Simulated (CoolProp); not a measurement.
Aqueous ammonia as a coolant, 9 % by mass, freezing at -11.9 °C, 1 atm.

Computed with CoolProp (Melinder's fits for secondary coolants).

```json
[
 {"T (°C)": "-9.9", "cp (kJ/(kg K))": "4.234", "Prandtl number": "25.2", "conductivity (W/(m K))": "0.483", "viscosity (mPa s)": "2.87"},
 {"T (°C)": "-4.7", "cp (kJ/(kg K))": "4.225", "Prandtl number": "19.9", "conductivity (W/(m K))": "0.494", "viscosity (mPa s)": "2.33"},
 {"T (°C)": "0.6", "cp (kJ/(kg K))": "4.216", "Prandtl number": "16.2", "conductivity (W/(m K))": "0.504", "viscosity (mPa s)": "1.93"},
 {"T (°C)": "5.8", "cp (kJ/(kg K))": "___", "Prandtl number": "13.5", "conductivity (W/(m K))": "0.512", "viscosity (mPa s)": "1.65"},
 {"T (°C)": "11.1", "cp (kJ/(kg K))": "___", "Prandtl number": "___", "conductivity (W/(m K))": "0.521", "viscosity (mPa s)": "1.42"},
 {"T (°C)": "16.3", "cp (kJ/(kg K))": "___", "Prandtl number": "9.83", "conductivity (W/(m K))": "___", "viscosity (mPa s)": "1.24"},
 {"T (°C)": "21.6", "cp (kJ/(kg K))": "4.192", "Prandtl number": "___", "conductivity (W/(m K))": "___", "viscosity (mPa s)": "___"}
]
```

Q: Some entries are withheld; supply them.

A: 
- 5.8, cp (kJ/(kg K)): 4.208
- 11.1, cp (kJ/(kg K)): 4.201
- 11.1, Prandtl number: 11.4
- 16.3, cp (kJ/(kg K)): 4.196
- 16.3, conductivity (W/(m K)): 0.530
- 21.6, Prandtl number: 8.44
- 21.6, conductivity (W/(m K)): 0.539
- 21.6, viscosity (mPa s): 1.08
